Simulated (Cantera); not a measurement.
A Cantera script and what it prints.

```python
import numpy as np
import cantera as ct

gas_names = """
    C CN CO CO2 C2 CCN CNC C2N2 C2O C3 C3O2 C4 C4N2 C5 Cu CuO Cu2 N NCO NO NO2 NO3 N2 N2O O O2 O3
""".split()
cond_names = """
    C(gr) Cu(cr) Cu(L) CuO(s) Cu2O(s) Cu2O(L)
""".split()


# ... load() reads the species with a 1 bar reference pressure and builds the phases ...
atoms = {
    'CuO': {'Cu': 1, 'O': 1},
    'C': {'C': 1},
    'N2': {'N': 2},
}
top_T = {'C(gr)': 4500, 'CuO(s)': 1390}  # K; cautious upper limits of use, not melting points


# ... equilibrate(T, P, feed) seeds the gas with the atoms and calls Mixture.equilibrate('TP', solver="vcs", rtol=1e-11, max_steps=5000) ...
results = []
P = 7300  # Pa
for T in [2048, 2098, 2148, 2198, 2248, 2298, 2348, 2398, 2448, 2498, 2548, 2598]:
    for m in [0.58, 1, 1.5, 2, 2.4, 2.9, 3.3, 3.8]:
        feed = {'CuO': 1, 'C': 0.45, 'N2': m}  # mol
        mix = equilibrate(T, P, feed)
        results.append((T, P, feed, dict(zip(mix.species_names, mix.species_moles))))

for T, P, feed, n in results:
    print(f"{T:7g} {feed['N2']:10.4g}  " + (" + ".join(c for c in cond_names if n.get(c, 0) > 1e-12) or "gas only"))
```

It prints:

```
   2048       0.58  Cu(L)
   2048          1  Cu(L)
   2048        1.5  Cu(L)
   2048          2  Cu(L)
   2048        2.4  Cu(L)
   2048        2.9  Cu(L)
   2048        3.3  Cu(L)
   2048        3.8  Cu(L)
   2098       0.58  Cu(L)
   2098          1  Cu(L)
   2098        1.5  Cu(L)
   2098          2  Cu(L)
   2098        2.4  Cu(L)
   2098        2.9  Cu(L)
   2098        3.3  Cu(L)
   2098        3.8  Cu(L)
   2148       0.58  Cu(L)
   2148          1  Cu(L)
   2148        1.5  Cu(L)
   2148          2  Cu(L)
   2148        2.4  Cu(L)
   2148        2.9  Cu(L)
   2148        3.3  gas only
   2148        3.8  gas only
   2198       0.58  Cu(L)
   2198          1  Cu(L)
   2198        1.5  Cu(L)
   2198          2  gas only
   2198        2.4  gas only
   2198        2.9  gas only
   2198        3.3  gas only
   2198        3.8  gas only
   2248       0.58  Cu(L)
   2248          1  gas only
   2248        1.5  gas only
   2248          2  gas only
   2248        2.4  gas only
   2248        2.9  gas only
   2248        3.3  gas only
   2248        3.8  gas only
   2298       0.58  gas only
   2298          1  gas only
   2298        1.5  gas only
   2298          2  gas only
   2298        2.4  gas only
   2298        2.9  gas only
   2298        3.3  gas only
   2298        3.8  gas only
   2348       0.58  gas only
   2348          1  gas only
   2348        1.5  gas only
   2348          2  gas only
   2348        2.4  gas only
   2348        2.9  gas only
   2348        3.3  gas only
   2348        3.8  gas only
   2398       0.58  gas only
   2398          1  gas only
   2398        1.5  gas only
   2398          2  gas only
   2398        2.4  gas only
   2398        2.9  gas only
   2398        3.3  gas only
   2398        3.8  gas only
   2448       0.58  gas only
   2448          1  gas only
   2448        1.5  gas only
   2448          2  gas only
   2448        2.4  gas only
   2448        2.9  gas only
   2448        3.3  gas only
   2448        3.8  gas only
   2498       0.58  gas only
   2498          1  gas only
   2498        1.5  gas only
   2498          2  gas only
   2498        2.4  gas only
   2498        2.9  gas only
   2498        3.3  gas only
   2498        3.8  gas only
   2548       0.58  gas only
   2548          1  gas only
   2548        1.5  gas only
   2548          2  gas only
   2548        2.4  gas only
   2548        2.9  gas only
   2548        3.3  gas only
   2548        3.8  gas only
   2598       0.58  gas only
   2598          1  gas only
   2598        1.5  gas only
   2598          2  gas only
   2598        2.4  gas only
   2598        2.9  gas only
   2598        3.3  gas only
   2598        3.8  gas only
```

Method: chemical equilibrium by Gibbs-energy minimisation in Cantera with the NASA 1993 tables (ideal gas, pure condensed phases).
